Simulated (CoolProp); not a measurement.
Vapour-liquid equilibrium of m-xylene (1) + o-xylene (2) at 288 K; x and y are mole fractions of (1).

Model: multi-fluid Helmholtz-energy mixture model, Zhou 2012 and Zhou 2012; pair parameters Bell 2016, in CoolProp.

```json
[
 {"x": "0.05", "bubble pressure (bar)": "0.004865", "y at the bubble point": "0.061", "dew pressure at overall composition x (bar)": "0.004855", "liquid density (mol/L)": "8.324"},
 {"x": "0.15", "bubble pressure (bar)": "0.004985", "y at the bubble point": "0.181", "dew pressure at overall composition x (bar)": "0.004953", "liquid density (mol/L)": "8.309"},
 {"x": "0.25", "bubble pressure (bar)": "0.005111", "y at the bubble point": "0.296", "dew pressure at overall composition x (bar)": "0.005059", "liquid density (mol/L)": "8.294"},
 {"x": "0.35", "bubble pressure (bar)": "0.005241", "y at the bubble point": "0.406", "dew pressure at overall composition x (bar)": "0.005173", "liquid density (mol/L)": "8.278"},
 {"x": "0.45", "bubble pressure (bar)": "0.005372", "y at the bubble point": "0.511", "dew pressure at overall composition x (bar)": "0.005295", "liquid density (mol/L)": "8.263"},
 {"x": "0.55", "bubble pressure (bar)": "0.005504", "y at the bubble point": "0.609", "dew pressure at overall composition x (bar)": "0.005424", "liquid density (mol/L)": "8.248"},
 {"x": "0.65", "bubble pressure (bar)": "0.005634", "y at the bubble point": "0.702", "dew pressure at overall composition x (bar)": "0.005561", "liquid density (mol/L)": "8.233"},
 {"x": "0.75", "bubble pressure (bar)": "0.005761", "y at the bubble point": "0.791", "dew pressure at overall composition x (bar)": "0.005702", "liquid density (mol/L)": "8.218"},
 {"x": "0.85", "bubble pressure (bar)": "0.005884", "y at the bubble point": "0.876", "dew pressure at overall composition x (bar)": "0.005846", "liquid density (mol/L)": "8.203"},
 {"x": "0.95", "bubble pressure (bar)": "0.006001", "y at the bubble point": "0.959", "dew pressure at overall composition x (bar)": "0.005989", "liquid density (mol/L)": "8.188"}
]
```

No azeotrope shows between x = 0.05 and 0.95.

The pair parameters rest on a limited set of measurements; away from them the model extrapolates.
